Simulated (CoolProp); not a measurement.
Model: reference Helmholtz-energy equation of state, Setzmann 1991, in CoolProp.

Question: For methane, give the phase and the cv (kJ/(kg K)), isothermal compressibility (1/MPa), expansivity (1/kK), conductivity (mW/(m K)) at 2.85 °C and 88.4 bar.

Answer: 
- 2.85 °C and 88.4 bar: supercritical; cv 1.78, isothermal compressibility 0.134, expansivity 7.12, conductivity 41.7

Thermal conductivity comes from a separate model (Friend 1989).
